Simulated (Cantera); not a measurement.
Feed: 1 mol B, 14 mol H2O, held at 2148.15 K and 56.0 Pa.

These are equilibrium values from Cantera (NASA tables, ideal gas, pure condensed phases), not measurements of a reactor. Candidate condensed phases: B, B2O3, B3O3H3, H2O; 23 gas species. Rates play no part.

Base state: H2O 0.651, H2 0.144, H 0.0668, HBO2 0.0565, OH 0.0390, O2 0.0246, O 0.0128, BO2 0.00407 (mole fractions); condensed: gas only.

What changes in the equilibrium state with this change: H2O from 14 to 0.33 mol?


| species | before | after |
|---|---|---|
| H2 | 0.144 | 0.413 |
| BO | 0.000659 | 0.324 |
| H | 0.0668 | 0.113 |
| H2O | 0.651 | 1.90e-6 |
| O2 | 0.0246 | <1e-9 |
| O | 0.0128 | 1.30e-8 |
| OH | 0.0390 | 6.72e-8 |
| B2O2 | 1.92e-7 | 0.0464 |
| HBO2 | 0.0565 | 4.78e-5 |
| HBO | 0.000112 | 0.0931 |
| B2O | <1e-9 | 0.00675 |
| B | <1e-9 | 0.00236 |
| BH2 | <1e-9 | 0.000427 |
| BH | <1e-9 | 4.95e-5 |
| B(s), mol | 0 | 0.664 |
The tables' values for BH2 are old estimates; treat these amounts as uncertain.
